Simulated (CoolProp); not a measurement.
The numbers come from the reference Helmholtz-energy equation of state, Lemmon 2006 in CoolProp. It is a short technical equation, of lower accuracy than the large ones.

Question: Give the vapour pressure (MPa), enthalpy of vaporisation (kJ/kg), surface tension (mN/m), liquid viscosity (µPa s) of saturated C3F8 (R218) at 17.35, 38.65 °C.

Answer: 
```csv
T (°C),p (MPa),enthalpy of vaporisation (kJ/kg),surface tension (mN/m),liquid viscosity (µPa s)
17.35,0.702,80.7,4.52,188
38.65,1.23,66.3,2.46,133
```

Viscosity comes from a separate model (Huber 2003), an estimate that may be off by 10 % or more. Surface tension comes from a separate correlation (Mulero 2012).
